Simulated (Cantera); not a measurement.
Input: 1 mol Al, 0.39 mol Cl2, 28 mol H2, equilibrated at 26000 Pa.

Method: chemical equilibrium by Gibbs-energy minimisation in Cantera with the NASA 1993 tables (ideal gas, pure condensed phases). Candidate condensed phases: Al, AlCl3; 12 gas species. The numbers say what is thermodynamically allowed, not how fast it happens.

Question: What share of the Al ends up in condensed phases as a function of T (K), at 525, 600, 675, 750, 825, 900, 975, 1050, 1125, 1200, 1275, 1350, 1425, 1500?

Answer: 
| T (K) | Al condensed (%) | as |
|---|---|---|
| 525 | 74.0 | Al(s) |
| 600 | 74.0 | Al(s) |
| 675 | 74.0 | Al(s) |
| 750 | 74.0 | Al(s) |
| 825 | 73.8 | Al(s) |
| 900 | 73.0 | Al(s) |
| 975 | 70.3 | Al(l) |
| 1050 | 63.4 | Al(l) |
| 1125 | 49.9 | Al(l) |
| 1200 | 34.1 | Al(l) |
| 1275 | 25.8 | Al(l) |
| 1350 | 23.4 | Al(l) |
| 1425 | 22.7 | Al(l) |
| 1500 | 22.3 | Al(l) |
